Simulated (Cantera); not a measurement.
## Premixed flame

A freely propagating, adiabatic, planar premixed flame of 15.1 % CO, 13.0 % H2, 1.81 % CH4, 14.7 % O2, 55.4 % N2, equivalence ratio 1.2, unburnt at 600 K and 100.0 Torr; mixture-averaged transport, grid criteria slope 0.08 and curve 0.16, no radiation.

Detailed kinetics in Cantera: GRI-Mech 3.0 (53 species, 325 reactions). Burning velocities carry a grid error of a few per cent, more on coarse grids.

| z (mm) | T (K) | u (m/s) | x CO | x H2 | x CH4 | x OH | x NO | x H |
|---|---|---|---|---|---|---|---|---|
| -11.0 | 600 | 4.16 | 0.151 | 0.130 | 0.0181 | <1e-8 | <1e-8 | <1e-8 |
| -7.34 | 600 | 4.16 | 0.151 | 0.130 | 0.0181 | <1e-8 | <1e-8 | <1e-8 |
| -5.51 | 600 | 4.16 | 0.151 | 0.130 | 0.0181 | <1e-8 | <1e-8 | 3.81e-7 |
| -3.67 | 601 | 4.17 | 0.151 | 0.130 | 0.0181 | 1.28e-6 | <1e-8 | 2.39e-5 |
| -1.84 | 641 | 4.43 | 0.151 | 0.125 | 0.0181 | 0.000110 | <1e-8 | 0.00143 |
| -0.918 | 783 | 5.39 | 0.149 | 0.110 | 0.0172 | 0.000339 | <1e-8 | 0.00840 |
| 0 | 1165 | 8.00 | 0.149 | 0.0702 | 0.00544 | 0.00258 | 1.83e-7 | 0.0301 |
| 0.918 | 1376 | 9.42 | 0.130 | 0.0321 | 8.41e-5 | 0.00582 | 1.15e-6 | 0.0525 |
| 1.84 | 1458 | 9.92 | 0.110 | 0.0245 | 6.14e-7 | 0.00704 | 2.71e-6 | 0.0602 |
| 3.67 | 1558 | 10.5 | 0.0884 | 0.0264 | <1e-8 | 0.00856 | 6.08e-6 | 0.0620 |
| 7.34 | 1664 | 11.1 | 0.0809 | 0.0283 | <1e-8 | 0.0101 | 1.21e-5 | 0.0554 |
| 14.7 | 1785 | 11.8 | 0.0832 | 0.0279 | <1e-8 | 0.0117 | 2.14e-5 | 0.0435 |
| 29.4 | 1922 | 12.6 | 0.0848 | 0.0265 | <1e-8 | 0.0130 | 3.53e-5 | 0.0317 |
x: mole fraction of selected species; z is measured from the peak of heat release.

- laminar burning velocity: 416 cm/s
- thermal thickness: 3.67 mm
- peak x(OH): 0.0135
- peak x(H): 0.0623
- grid points: 200
